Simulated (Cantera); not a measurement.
Source: NASA polynomial tables (part measured, part estimated), evaluated in Cantera. Values are per mole of reaction as written; species without (g) are pure solids or liquids, kept so even where they would boil at 1 bar.

Problem. Between 300 and 625 K, where is each reaction favourable under standard conditions?
- 2 N(g) + SF₆(g) → 2 NF₃(g) + S

Solution. 
- 2 N(g) + SF₆(g) → 2 NF₃(g) + S: ΔG° is 25 kJ at 300 K and 39 kJ at 625 K; it stays positive (K < 1). ΔH° is 14 kJ and ΔS° -39 J/K at 625 K.
